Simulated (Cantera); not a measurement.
Feed: 1 mol SO2, 4.3 mol H2O, 0.32 mol O2, at 2573.15 K and 1.33 mbar.

Cantera equilibrium calculation (NASA polynomials, part measured and part estimated; ideal gas, pure solids and liquids). Candidate condensed phases: H2O, H2SO4, S; 19 gas species. Equilibrium is a limit: real reactors are often held back by kinetics, nucleation or transport.

Base state: H 0.308, O 0.167, H2O 0.138, H2 0.107, OH 0.0892, O2 0.0874, SO2 0.0534, SO 0.0416 (mole fractions); condensed: gas only.

What changes in the equilibrium state with this change: pressure from 1.33 mbar to 37.0 Pa?


```tsv
species	before	after
H	0.308	0.444
O	0.167	0.263
H2	0.107	0.0617
H2O	0.138	0.0347
SO2	0.0534	0.0226
S	0.00791	0.0175
OH	0.0892	0.0562
O2	0.0874	0.0603
SO	0.0416	0.0402
S2	2.39e-5	3.23e-5
SH	0.000307	0.000271
```

What changes in the equilibrium state with this change: pressure from 1.33 mbar to 1 atm?


```tsv
species	before	after
H2O	0.138	0.698
SO2	0.0534	0.167
O2	0.0874	0.0601
H	0.308	0.00526
O	0.167	0.00501
SO	0.0416	0.00568
H2	0.107	0.0238
OH	0.0892	0.0348
S	0.00791	4.72e-5
SO3	9.40e-7	6.71e-5
```

What changes in the equilibrium state with this change: temperature from 2573.15 K to 2800 K?


```csv
species,before,after
H,0.308,0.470
O,0.167,0.309
OH,0.0892,0.0459
H2O,0.138,0.0153
SO2,0.0534,0.0102
S,0.00791,0.0275
H2,0.107,0.0439
O2,0.0874,0.0431
SO,0.0416,0.0355
S2,2.39e-5,5.54e-5
SH,0.000307,0.000394
```
